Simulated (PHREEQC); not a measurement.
**Nickel, zinc or cadmium bath: speciation**

Consider water at 20 °C with 0.0069 mol ZnCl2, 0.00013 mol NaCl and 0.00054 mol FeSO4 per kg of water. Closed to the air; pH follows from the charge balance.

All values are PHREEQC results (ion-association model, phreeqc.dat), not measurements.

Each row changes one thing in this solution. This is a speciation only: nothing precipitates in the calculation.

```tsv
case	pH	ionic strength (mol/kgw)	SO4-2 (mol/kgw)	FeSO4 (mol/kgw)	FeCl+ (mol/kgw)	NaSO4- (mol/kgw)	SI of Melanterite (FeSO4:7H2O)	SI of Halite (NaCl)
as made	5.69	0.0220	0.000356	1.01e-5	5.83e-6	1.28e-7	-4.93	-7.44
diluted 100-fold with water	6.60	0.000229	5.32e-6	4.05e-9	?	3.14e-11	-8.33	?
ZnCl2 from 0.0069 to 0.00069 mol/kgw	6.16	0.00410	0.000476	2.33e-5	8.23e-7	2.28e-7	-4.57	-8.33
ZnCl2 from 0.0069 to 0.00759 mol/kgw	5.66	?	0.000349	9.52e-6	6.29e-6	1.23e-7	-4.96	-7.40
temperature from 20 to 65 °C	5.13	0.0210	0.000331	1.80e-5	5.36e-6	1.48e-7	-5.44	-7.49
diluted 10-fold with water	6.16	0.00227	4.87e-5	2.81e-7	8.40e-8	2.50e-9	-6.49	-9.35
temperature from 20 to 15 °C	5.74	0.0221	0.000360	9.33e-6	5.87e-6	1.26e-7	-4.86	-7.43
ZnCl2 left out	6.51	0.00218	?	2.84e-5	7.51e-8	2.63e-7	-4.49	-9.38
```

Q: What belongs in the gaps?

A: 
- diluted 100-fold with water, FeCl+ (mol/kgw): 9.68e-10
- diluted 100-fold with water, SI of Halite (NaCl): -11.32
- ZnCl2 from 0.0069 to 0.00759 mol/kgw, ionic strength (mol/kgw): 0.0240
- ZnCl2 left out, SO4-2 (mol/kgw): 0.000511

Constants without temperature data keep their 25 °C values here.
